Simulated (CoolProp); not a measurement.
The numbers come from the reference Helmholtz-energy equation of state, McLinden 2015 in CoolProp.

Q: Give the vapour pressure (bar), enthalpy of vaporisation (kJ/kg), vapour Z of saturated the fluoroketone C6F12O (FK-5-1-12) at 353.5, 364.4, 368.7 K.

A: 
```tsv
T (K)	p (bar)	enthalpy of vaporisation (kJ/kg)	vapour Z
353.5	2.68	77.8	0.872
364.4	3.59	73.8	0.843
368.7	4.00	72.2	0.830
```
